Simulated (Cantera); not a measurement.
## Adiabatic ignition

An adiabatic, constant-volume homogeneous reactor starts with CH₃OH : O₂ : N₂ : H₂O = 1 : 0.789 : 7.26 : 1.2 (molar parts), equivalence ratio 1.9, at 1025 K and 100000 Pa.

Cantera simulation using GRI-Mech 3.0 (53 species, 325 reactions); the numbers are that mechanism's predictions, not measurements. GRI-Mech 3.0 was tuned for natural gas; its chemistry of methanol as a main component is partial and can be far from experiment.

```csv
t (s),T (K),P (bar),x CH₃OH,x O₂,x H₂O,x HCN,x C₂H,x CH₃
3.00e-6,1025,1.00,0.0976,0.0770,0.117,<1e-12,<1e-12,2.54e-11
9.98e-6,1025,1.00,0.0976,0.0770,0.117,<1e-12,<1e-12,8.11e-11
3.32e-5,1025,1.00,0.0976,0.0770,0.117,<1e-12,<1e-12,2.36e-10
0.000111,1025,1.00,0.0976,0.0770,0.117,<1e-12,<1e-12,5.31e-10
0.000368,1025,1.00,0.0976,0.0770,0.117,<1e-12,<1e-12,7.19e-10
0.00122,1025,1.00,0.0976,0.0770,0.117,<1e-12,<1e-12,7.28e-10
0.00408,1025,1.00,0.0976,0.0770,0.117,<1e-12,<1e-12,7.26e-10
0.0136,1025,1.00,0.0976,0.0770,0.117,<1e-12,<1e-12,7.19e-10
0.0451,1025,1.00,0.0976,0.0770,0.117,<1e-12,<1e-12,6.98e-10
0.150,1025,1.00,0.0975,0.0770,0.117,<1e-12,<1e-12,6.00e-10
0.500,1940,2.12,<1e-12,1.32e-7,0.207,1.10e-8,<1e-12,1.45e-12
```
x: mole fraction; the columns are a selection and need not sum to one.

The time of steepest temperature rise comes out as 0.245 s. The temperature at 0.500 s is 1940 K. The equilibrium temperature comes out as 1940 K and the x(CH₃OH) at 0.500 s is <1e-12 (gas-phase equilibrium <1e-12). The x(O₂) at 0.500 s comes out as 1.32e-7 (gas-phase equilibrium 1.32e-7) and the x(H₂O) at 0.500 s is 0.207 (gas-phase equilibrium 0.207).
